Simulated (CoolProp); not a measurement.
Vapour-liquid equilibrium of acetone (1) + p-xylene (2) at 332.5 K; x and y are mole fractions of (1).

The numbers come from the multi-fluid Helmholtz-energy mixture model, Lemmon 2006 and Zhou 2012; pair parameters Bell 2016 in CoolProp.

Problem. Give the bubble pressure and the first vapour's composition at x = 0.35, 0.65, 0.95. Is there an azeotrope?

Solution. x = 0.35: 0.05817 MPa, y = 0.913; x = 0.65: 0.08245 MPa, y = 0.957; x = 0.95: 0.1081 MPa, y = 0.993. No azeotrope shows between x = 0.05 and 0.95.

The pair parameters rest on a limited set of measurements; away from them the model extrapolates. With so large a gap from Raoult's law the liquid may split in two, which this calculation doesn't test in full.
